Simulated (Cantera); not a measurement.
**Diamond growth**

A diamond (100) surface in a fixed gas of H2 with x(CH4) = 0.004, x(CH3) = 5.4e-05, at 1098 K, 0.0760 bar; coverages are run to steady state.

Cantera simulation using the Harris–Goodwin 1993 mechanism for the reconstructed diamond (100) surface; the numbers are that mechanism's predictions, not measurements.

```json
[
 {"x(H)": "0.0001", "growth (µm/h)": "0.191", "θ c6HH": "0.595", "θ c6H*": "0.0227", "θ c6*H": "0.361", "θ c6**": "0.00537", "θ c6HM": "0.00987"},
 {"x(H)": "0.00024", "growth (µm/h)": "0.474", "θ c6HH": "0.547", "θ c6H*": "0.0252", "θ c6*H": "0.401", "θ c6**": "0.00955", "θ c6HM": "0.0109"},
 {"x(H)": "0.00057", "growth (µm/h)": "0.984", "θ c6HH": "0.524", "θ c6H*": "0.0264", "θ c6*H": "0.420", "θ c6**": "0.0133", "θ c6HM": "0.0101"},
 {"x(H)": "0.0014", "growth (µm/h)": "1.71", "θ c6HH": "0.515", "θ c6H*": "0.0271", "θ c6*H": "0.431", "θ c6**": "0.0159", "θ c6HM": "0.00734"},
 {"x(H)": "0.0033", "growth (µm/h)": "2.36", "θ c6HH": "0.513", "θ c6H*": "0.0274", "θ c6*H": "0.436", "θ c6**": "0.0173", "θ c6HM": "0.00437"},
 {"x(H)": "0.0079", "growth (µm/h)": "2.81", "θ c6HH": "0.512", "θ c6H*": "0.0277", "θ c6*H": "0.439", "θ c6**": "0.0180", "θ c6HM": "0.00220"},
 {"x(H)": "0.019", "growth (µm/h)": "3.06", "θ c6HH": "0.512", "θ c6H*": "0.0280", "θ c6*H": "0.440", "θ c6**": "0.0183", "θ c6HM": "0.000996"},
 {"x(H)": "0.045", "growth (µm/h)": "3.18", "θ c6HH": "0.512", "θ c6H*": "0.0284", "θ c6*H": "0.440", "θ c6**": "0.0185", "θ c6HM": "0.000438"},
 {"x(H)": "0.11", "growth (µm/h)": "3.26", "θ c6HH": "0.512", "θ c6H*": "0.0295", "θ c6*H": "0.439", "θ c6**": "0.0188", "θ c6HM": "0.000183"}
]
```
θ: site fractions in the mechanism's names (c6HH fully hydrogenated, c6H* and c6*H radical sites, c6** diradical, c6HM methylated).
